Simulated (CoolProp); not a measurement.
R125 at 293.15 K and 0.808 MPa flows at 0.14 m/s in a round tube of 12.7 mm bore and 15 µm roughness, fully developed (64/Re and Nu = 3.66 if laminar; Colebrook and Gnielinski if turbulent). Each further row changes one setting.

Values from CoolProp's reference Helmholtz-energy equation of state, Lemmon 2005.

| case | Reynolds number | Darcy friction factor | pressure drop (Pa/m) | heat-transfer coefficient (W/(m² K)) | mass flow (kg/h) |
|---|---|---|---|---|---|
| as stated | 6430 | 0.0363 | [?] | 25.0 | 2.97 |
| velocity 0.28 m/s | 12900 | [?] | 4.44 | [?] | 5.94 |
| diameter 25.4 mm | 12900 | 0.0299 | 0.538 | 22.3 | 11.9 |

**Question.** What belongs in the gaps?

**Answer.** 
- as stated, pressure drop (Pa/m): 1.30
- velocity 0.28 m/s, Darcy friction factor: 0.0309
- velocity 0.28 m/s, heat-transfer coefficient (W/(m² K)): 46.1

Viscosity comes from a separate model (Huber 2006). Thermal conductivity comes from a separate model (Perkins 2006).
